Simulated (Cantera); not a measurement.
Charge: 1 mol BF₃, a varied amount of H₂O, 7.2 mol H₂, equilibrated at 3.83 Torr.

These are equilibrium values from Cantera (NASA tables, ideal gas, pure condensed phases), not measurements of a reactor. Candidate condensed phases: B, B₂O₃, B₃O₃H₃, H₂O; 43 gas species. The tables' values for BF₂ are old estimates. Gases not in the tables: H₃BO₃. The numbers say what is thermodynamically allowed, not how fast it happens.

### Question
What condenses at these points (T in °C, n(H₂O) in mol): (1077, 1.2); (977, 5.9); (627, 2.3); (1077, 5.9); (777, 1.8)?

### Answer
| T (°C) | n(H₂O) in mol | condensed phases | B condensed (%) |
|---|---|---|---|
| 1077 | 1.2 | gas only | 0.0 |
| 977 | 5.9 | B₂O₃ | 37.7 |
| 627 | 2.3 | B₂O₃ | 30.4 |
| 1077 | 5.9 | gas only | 0.0 |
| 777 | 1.8 | B₂O₃ | 35.6 |
